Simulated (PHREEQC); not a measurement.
## Leach liquor: speciation

Make-up at 25 °C: 140 mmol/kgw H2SO4, 0.42 mmol/kgw Al2(SO4)3 and 0.052 mmol/kgw MnSO4. Closed to the air; pH follows from the charge balance.

Computed with PHREEQC (ion-association model, wateq4f.dat).

```yaml
pH: 0.89
ionic_strength: 0.187 mol/kgw
total_alkalinity: -280 meq/kg
```

```csv
species,molality,activity,log γ
H+,0.162,0.130,-0.097
HSO4-,0.118,0.0863,-0.134
SO4-2,0.0228,0.00684,-0.523
AlSO4+,0.000562,0.000412,-0.134
Al+3,0.000142,1.91e-5,-0.871
Al(SO4)2-,0.000121,8.91e-5,-0.134
```

Precipitation was switched off in this run. Species that the database lacks are ignored.
